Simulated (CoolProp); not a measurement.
Vapour-liquid equilibrium of propylene (1) + R125 (2) at 0.00635 MPa; x and y are mole fractions of (1).

Model: multi-fluid Helmholtz-energy mixture model, Lemmon 2013 and Lemmon 2005; pair parameters Bell 2016, in CoolProp.

| x | bubble temperature (K) | y at the bubble point | dew temperature at overall composition x (K) | liquid density (mol/L) |
|---|---|---|---|---|
| 0.05 | 178.8 | 0.235 | [?] | 13.98 |
| 0.2 | 175.5 | 0.482 | 179.2 | 14.26 |
| 0.35 | 174.8 | 0.544 | 177.3 | 14.51 |
| 0.5 | [?] | [?] | 175.3 | 14.77 |
| 0.65 | 174.7 | [?] | 175.2 | 15.07 |
| 0.8 | 175.0 | 0.635 | 176.7 | 15.40 |
| 0.95 | 177.1 | 0.828 | 178.3 | [?] |

What belongs in the gaps?


- 0.05, dew temperature at overall composition x (K): 180.9
- 0.5, bubble temperature (K): 174.6
- 0.5, y at the bubble point: 0.564
- 0.65, y at the bubble point: 0.582
- 0.95, liquid density (mol/L): 15.72

y crosses x between x = 0.5 and 0.65: the model has an azeotrope there.

The pair parameters rest on a limited set of measurements; away from them the model extrapolates.
